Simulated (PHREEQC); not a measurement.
**Silver or lead bath: an equilibrium model**

Solution (25 °C): 0.22 mmol/kgw PbCl2, 2.5 mmol/kgw H2SiF6 and 0.25 mmol/kgw Zn(NO3)2. Closed to the air; pH follows from the charge balance.

Model: ion-association model, wateq4f.dat, run in PHREEQC.

Precipitation was switched off in this run.

Task: Estimate the pH, ionic strength.

Result: pH 2.39; ionic strength 0.00781 mol/kgw.

Task: In which forms is F present?

Result: SiF6-2 79 %, HF 17 %, F- 3.1 % of the F.

The solution is supersaturated, for example in Quartz (slow to form), Chalcedony (slow to form), so a real one may precipitate; this is no full list. SiF6-2 is the database's only silicon fluoride.
